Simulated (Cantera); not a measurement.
Charge: 1 mol Ta, 3.9 mol CH4, at 1575 K and 1 atm.

Method: chemical equilibrium by Gibbs-energy minimisation in Cantera with the NASA 1993 tables (ideal gas, pure condensed phases). Candidate condensed phases: C, C6H6, C7H8, C8H18, Ta, TaC; 77 gas species. TaC: taken at fixed stoichiometry. Condensed phases not in the tables: Ta2C. Kinetics and transport are ignored.

Base state: H2 0.998, CH4 0.00184, H 4.12e-5, C2H2 (acetylene) 2.11e-5 (mole fractions); condensed: C(graphite) + TaC(s).

Question: What changes in the equilibrium state with this change: temperature from 1575 K to 1948.15 K?

Answer: 
| species | before | after |
|---|---|---|
| H2 | 0.998 | 0.998 |
| H | 4.12e-5 | 0.00112 |
| C2H2 (acetylene) | 2.11e-5 | 0.000538 |
| CH4 | 0.00184 | 0.000493 |
| CH3 | 1.54e-6 | 1.11e-5 |
| C(graphite), mol | 2.89 | 2.89 |
| TaC(s), mol | 1.00 | 1.00 |
